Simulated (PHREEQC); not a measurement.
1 kg of water holding 0.56 mol KCl, 0.013 mol KHCO3, 0.054 mol K2CO3 and 0.0062 mol K2SO4 is evaporated at 25 °C; the solids stay in contact with the brine. CO2 from the air is kept out. Only these solids could form: Arcanite, Kalicinite, Misenite, Sylvite.

Computed with PHREEQC (Pitzer model, pitzer.dat).

```tsv
water left (kg)	ionic strength	water activity	Sylvite (mol)	Arcanite (mol)	Kalicinite (mol)	C in solution (mol/kgw)	K in solution (mol/kgw)	pH
1	0.753	0.979	0	0	0	0.0670	0.693	10.32
0.6755	1.12	0.969	0	0	0	0.0992	1.03	10.27
0.4563	1.65	0.955	0	0	0	0.147	1.52	10.21
0.375	2.01	0.945	0	0	0	0.179	1.85	10.18
0.2534	2.97	0.918	0	0	0	0.264	2.74	10.13
0.1711	4.40	0.876	0	0	0	0.391	4.05	10.11
0.1156	5.92	0.832	0.0689	0	0	0.580	5.40	10.15
0.09503	6.16	0.829	0.167	0.000416	0	0.705	5.53	10.18
0.06418	6.75	0.822	0.312	0.00278	0	1.04	5.85	10.24
0.04336	7.63	0.810	0.410	0.00431	0	1.55	6.34	10.32
0.0293	8.99	0.789	0.474	0.00525	0	2.29	7.12	10.46
0.02408	9.93	0.773	0.498	0.00557	0	2.78	7.67	10.55
0.01628	12.6	0.720	0.530	0.00596	0	4.12	9.28	10.79
0.011	16.8	0.626	0.549	0.00613	0.00175	5.93	11.9	11.21
```

Sylvite from water left = 0.1156 kg (pH 10.15); Arcanite from water left = 0.09503 kg (pH 10.18); Kalicinite from water left = 0.011 kg (pH 11.21).

Species that the database lacks are ignored.
